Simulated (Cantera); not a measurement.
Source: NASA polynomial tables (part measured, part estimated), evaluated in Cantera. Values are per mole of reaction as written; species without (g) are pure solids or liquids, kept so even where they would boil at 1 bar.

2 O3(g) + 3 Cr2N → 6 Cr + 3 NO2(g), with ΔH° = 195.5 kJ and ΔS° = 189.3 J/K at 300 K.

**Question.** How far is the shortcut ΔG° ≈ ΔH°(300 K) − T·ΔS°(300 K) from the full temperature-dependent value at 848, 898, 948, 998, 1048, 1098, 1148, 1198, 1248, 1298 K?

**Answer.** 
```json
[
 {"T (K)": "848", "shortcut (kJ)": "35.0", "full (kJ)": "45.9", "difference (kJ)": "-10.8", "difference in log10 K": "0.67"},
 {"T (K)": "898", "shortcut (kJ)": "25.6", "full (kJ)": "38.2", "difference (kJ)": "-12.6", "difference in log10 K": "0.73"},
 {"T (K)": "948", "shortcut (kJ)": "16.1", "full (kJ)": "30.6", "difference (kJ)": "-14.5", "difference in log10 K": "0.80"},
 {"T (K)": "998", "shortcut (kJ)": "6.6", "full (kJ)": "23.1", "difference (kJ)": "-16.4", "difference in log10 K": "0.86"},
 {"T (K)": "1048", "shortcut (kJ)": "-2.8", "full (kJ)": "15.7", "difference (kJ)": "-18.5", "difference in log10 K": "0.92"},
 {"T (K)": "1098", "shortcut (kJ)": "-12.3", "full (kJ)": "8.3", "difference (kJ)": "-20.6", "difference in log10 K": "0.98"},
 {"T (K)": "1148", "shortcut (kJ)": "-21.8", "full (kJ)": "1.0", "difference (kJ)": "-22.8", "difference in log10 K": "1.04"},
 {"T (K)": "1198", "shortcut (kJ)": "-31.2", "full (kJ)": "-6.2", "difference (kJ)": "-25.0", "difference in log10 K": "1.09"},
 {"T (K)": "1248", "shortcut (kJ)": "-40.7", "full (kJ)": "-13.3", "difference (kJ)": "-27.3", "difference in log10 K": "1.14"},
 {"T (K)": "1298", "shortcut (kJ)": "-50.2", "full (kJ)": "-20.5", "difference (kJ)": "-29.7", "difference in log10 K": "1.19"}
]
```
The shortcut ignores the heat-capacity change of the reaction.
